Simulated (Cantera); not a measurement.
## Tantalum, niobium, vanadium and zirconium in process gases: Ta + N2O + N2

Feed: 1 mol Ta, 10 mol N2O, 34 mol N2, held at 7.50 Torr.

Method: chemical equilibrium by Gibbs-energy minimisation in Cantera with the NASA 1993 tables (ideal gas, pure condensed phases). Candidate condensed phases: Ta, Ta2O5; 12 gas species. Kinetics and transport are ignored.

From 923 K to 1973 K the condensed part is Ta2O5(s). From 2123 K to 2573 K the condensed part is Ta2O5(l). At 2723 K nothing is condensed.

```
T (K)   x N2    x O2       x O    x TaO2      x NO     x TaO       x N  n Ta2O5(s)  n Ta2O5(l)
-----  -----  ------  --------  --------  --------  --------  --------  ----------  ----------
923    0.921  0.0785  3.50e-11    <1e-12   8.27e-6    <1e-12    <1e-12       0.500           0
1073   0.921  0.0785   3.49e-9    <1e-12   4.37e-5    <1e-12    <1e-12       0.500           0
1223   0.921  0.0785   1.13e-7    <1e-12  0.000154    <1e-12    <1e-12       0.500           0
1373   0.921  0.0783   1.72e-6    <1e-12  0.000410    <1e-12    <1e-12       0.500           0
1523   0.921  0.0781   1.54e-5    <1e-12  0.000901    <1e-12  1.04e-12       0.500           0
1673   0.921  0.0776   9.31e-5  4.65e-11   0.00172    <1e-12  3.09e-11       0.500           0
1823   0.920  0.0768  0.000418   4.84e-9   0.00293    <1e-12  5.26e-10       0.500           0
1973   0.918  0.0754   0.00149   2.43e-7   0.00460    <1e-12   5.83e-9       0.500           0
2123   0.916  0.0728   0.00440   6.21e-6   0.00669  9.17e-11   4.60e-8           0       0.500
2273   0.912  0.0680    0.0111   8.89e-5   0.00908   5.94e-9   2.77e-7           0       0.498
2423   0.904  0.0600    0.0240  0.000906    0.0114   2.35e-7   1.33e-6           0       0.478
2573   0.886  0.0485    0.0453   0.00707    0.0133   6.41e-6   5.31e-6           0       0.326
2723   0.858  0.0346    0.0740    0.0196    0.0140   5.84e-5   1.81e-5           0           0
```
x: gas mole fraction; n: condensed amount in mol.
